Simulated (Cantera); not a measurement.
Thermodynamics of halide evaporation, hydrolysis and transport, feed SrCl2 + H2

A closed system holds: 1 mol SrCl2, 1.8 mol H2, at 0.133 bar.

Equilibrium computed with Cantera from the NASA thermochemical tables; the gas is ideal and each condensed phase is pure. Candidate condensed phases: Sr, SrCl2; 8 gas species. The numbers say what is thermodynamically allowed, not how fast it happens.

From 698 K to 1098 K the condensed part is SrCl2(s). From 1198 K to 1498 K the condensed part is SrCl2(l).

| T (K) | log p H2 | log p SrCl2 | log p HCl | log p SrCl | n SrCl2(s) | n SrCl2(l) |
|---|---|---|---|---|---|---|
| 698 | -0.88 | <-12 | <-12 | <-12 | 1.00 | 0 |
| 798 | -0.88 | <-12 | <-12 | <-12 | 1.00 | 0 |
| 898 | -0.88 | -10.69 | -10.98 | -12.22 | 1.00 | 0 |
| 998 | -0.88 | -8.73 | -9.44 | -10.31 | 1.00 | 0 |
| 1098 | -0.88 | -7.17 | -8.19 | -8.80 | 1.000 | 0 |
| 1198 | -0.88 | -5.93 | -7.16 | -7.59 | 0 | 1.000 |
| 1298 | -0.88 | -4.93 | -6.29 | -6.60 | 0 | 1.000 |
| 1398 | -0.88 | -4.08 | -5.55 | -5.77 | 0 | 0.999 |
| 1498 | -0.88 | -3.36 | -4.90 | -5.07 | 0 | 0.994 |
log p: log10 of the partial pressure in bar; n: condensed amount in mol.
